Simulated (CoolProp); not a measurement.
The fluid at 413.96 K and 0.108 MPa is compressed adiabatically to 0.377 MPa with isentropic efficiency 0.7. The same conditions are run with several fluids, on thermodynamics alone (safety and materials aside).

Model: reference Helmholtz-energy equation of state of each fluid (CF4 (R14): Platzer 1990; dimethyl ether: Wu 2011; n-butane: Bücker 2006; ethane: Bücker 2006), in CoolProp. The equations of Platzer and Polt are older, rougher fits.

```csv
fluid,work (kJ/kg),final temperature (K),final density (kg/m³)
CF4 (R14),74.9,500.0,7.98
dimethyl ether,141,489.7,4.32
n-butane,108,462.4,5.85
ethane,220,505.1,2.71
```
